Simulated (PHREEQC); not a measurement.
A column of 0.2 m (30 cells, dispersivity 0.01 m, 60 s a shift, diffusion coefficient 3e-10 m²/s) holds 0.0008 eq of the database's cation exchanger X per kg of pore water, first in equilibrium with 1.5 mmol/kgw ZnCl2, 65 mmol/kgw NaCl, 2.4 mmol/kgw ZnSO4 and 0.01 mmol/kgw HCl. It is flushed with 0.00042 mol ZnSO4 and 1e-05 mol HCl per kg of water, at 25 °C. Values are for the last cell. CO2 from the air is kept out. Nothing may precipitate in this run.

The numbers come from PHREEQC with the ion-association model, phreeqc.dat.

```json
[
 {"pore volumes": "0", "Na in solution (mol/kgw)": "0.0650", "Cl in solution (mol/kgw)": "0.0680", "Zn in solution (mol/kgw)": "0.00390", "S in solution (mol/kgw)": "0.00240", "ZnX2 on the exchanger (mol/kgw)": "0.000258", "NaX on the exchanger (mol/kgw)": "0.000284"},
 {"pore volumes": "0.2833", "Na in solution (mol/kgw)": "0.0650", "Cl in solution (mol/kgw)": "0.0680", "Zn in solution (mol/kgw)": "0.00390", "S in solution (mol/kgw)": "0.00240", "ZnX2 on the exchanger (mol/kgw)": "0.000258", "NaX on the exchanger (mol/kgw)": "0.000284"},
 {"pore volumes": "0.55", "Na in solution (mol/kgw)": "0.0627", "Cl in solution (mol/kgw)": "0.0655", "Zn in solution (mol/kgw)": "0.00376", "S in solution (mol/kgw)": "0.00233", "ZnX2 on the exchanger (mol/kgw)": "0.000260", "NaX on the exchanger (mol/kgw)": "0.000280"},
 {"pore volumes": "0.6833", "Na in solution (mol/kgw)": "0.0559", "Cl in solution (mol/kgw)": "0.0584", "Zn in solution (mol/kgw)": "0.00335", "S in solution (mol/kgw)": "0.00212", "ZnX2 on the exchanger (mol/kgw)": "0.000266", "NaX on the exchanger (mol/kgw)": "0.000267"},
 {"pore volumes": "0.95", "Na in solution (mol/kgw)": "0.0330", "Cl in solution (mol/kgw)": "0.0342", "Zn in solution (mol/kgw)": "?", "S in solution (mol/kgw)": "0.00142", "ZnX2 on the exchanger (mol/kgw)": "0.000295", "NaX on the exchanger (mol/kgw)": "0.000210"},
 {"pore volumes": "1.217", "Na in solution (mol/kgw)": "0.0144", "Cl in solution (mol/kgw)": "0.0147", "Zn in solution (mol/kgw)": "0.00103", "S in solution (mol/kgw)": "0.000849", "ZnX2 on the exchanger (mol/kgw)": "0.000332", "NaX on the exchanger (mol/kgw)": "0.000135"},
 {"pore volumes": "1.483", "Na in solution (mol/kgw)": "0.00524", "Cl in solution (mol/kgw)": "?", "Zn in solution (mol/kgw)": "0.000583", "S in solution (mol/kgw)": "0.000573", "ZnX2 on the exchanger (mol/kgw)": "0.000366", "NaX on the exchanger (mol/kgw)": "6.83e-5"},
 {"pore volumes": "1.617", "Na in solution (mol/kgw)": "0.00303", "Cl in solution (mol/kgw)": "0.00301", "Zn in solution (mol/kgw)": "0.000492", "S in solution (mol/kgw)": "0.000507", "ZnX2 on the exchanger (mol/kgw)": "0.000378", "NaX on the exchanger (mol/kgw)": "4.37e-5"},
 {"pore volumes": "1.883", "Na in solution (mol/kgw)": "0.000962", "Cl in solution (mol/kgw)": "0.000933", "Zn in solution (mol/kgw)": "0.000427", "S in solution (mol/kgw)": "0.000447", "ZnX2 on the exchanger (mol/kgw)": "0.000392", "NaX on the exchanger (mol/kgw)": "1.51e-5"},
 {"pore volumes": "2.15", "Na in solution (mol/kgw)": "0.000289", "Cl in solution (mol/kgw)": "0.000279", "Zn in solution (mol/kgw)": "0.000418", "S in solution (mol/kgw)": "?", "ZnX2 on the exchanger (mol/kgw)": "0.000398", "NaX on the exchanger (mol/kgw)": "?"},
 {"pore volumes": "2.417", "Na in solution (mol/kgw)": "8.37e-5", "Cl in solution (mol/kgw)": "8.54e-5", "Zn in solution (mol/kgw)": "0.000418", "S in solution (mol/kgw)": "0.000422", "ZnX2 on the exchanger (mol/kgw)": "0.000399", "NaX on the exchanger (mol/kgw)": "1.34e-6"},
 {"pore volumes": "2.55", "Na in solution (mol/kgw)": "4.46e-5", "Cl in solution (mol/kgw)": "4.96e-5", "Zn in solution (mol/kgw)": "0.000419", "S in solution (mol/kgw)": "0.000421", "ZnX2 on the exchanger (mol/kgw)": "0.000400", "NaX on the exchanger (mol/kgw)": "7.15e-7"},
 {"pore volumes": "2.817", "Na in solution (mol/kgw)": "1.25e-5", "Cl in solution (mol/kgw)": "2.07e-5", "Zn in solution (mol/kgw)": "0.000419", "S in solution (mol/kgw)": "0.000420", "ZnX2 on the exchanger (mol/kgw)": "0.000400", "NaX on the exchanger (mol/kgw)": "2.00e-7"},
 {"pore volumes": "3.083", "Na in solution (mol/kgw)": "3.44e-6", "Cl in solution (mol/kgw)": "1.29e-5", "Zn in solution (mol/kgw)": "0.000420", "S in solution (mol/kgw)": "0.000420", "ZnX2 on the exchanger (mol/kgw)": "0.000400", "NaX on the exchanger (mol/kgw)": "5.51e-8"},
 {"pore volumes": "3.35", "Na in solution (mol/kgw)": "9.40e-7", "Cl in solution (mol/kgw)": "?", "Zn in solution (mol/kgw)": "0.000420", "S in solution (mol/kgw)": "0.000420", "ZnX2 on the exchanger (mol/kgw)": "0.000400", "NaX on the exchanger (mol/kgw)": "1.50e-8"},
 {"pore volumes": "3.483", "Na in solution (mol/kgw)": "4.90e-7", "Cl in solution (mol/kgw)": "1.04e-5", "Zn in solution (mol/kgw)": "0.000420", "S in solution (mol/kgw)": "0.000420", "ZnX2 on the exchanger (mol/kgw)": "0.000400", "NaX on the exchanger (mol/kgw)": "7.84e-9"},
 {"pore volumes": "3.75", "Na in solution (mol/kgw)": "1.32e-7", "Cl in solution (mol/kgw)": "1.01e-5", "Zn in solution (mol/kgw)": "0.000420", "S in solution (mol/kgw)": "0.000420", "ZnX2 on the exchanger (mol/kgw)": "0.000400", "NaX on the exchanger (mol/kgw)": "2.12e-9"},
 {"pore volumes": "4.017", "Na in solution (mol/kgw)": "3.56e-8", "Cl in solution (mol/kgw)": "1.00e-5", "Zn in solution (mol/kgw)": "0.000420", "S in solution (mol/kgw)": "0.000420", "ZnX2 on the exchanger (mol/kgw)": "0.000400", "NaX on the exchanger (mol/kgw)": "5.70e-10"}
]
```

Question: Some entries are withheld; supply them.

Answer: 
- 0.95, Zn in solution (mol/kgw): 0.00204
- 1.483, Cl in solution (mol/kgw): 0.00527
- 2.15, S in solution (mol/kgw): 0.000428
- 2.15, NaX on the exchanger (mol/kgw): 4.63e-6
- 3.35, Cl in solution (mol/kgw): 1.08e-5

Complexes and solids missing from the database can't appear.
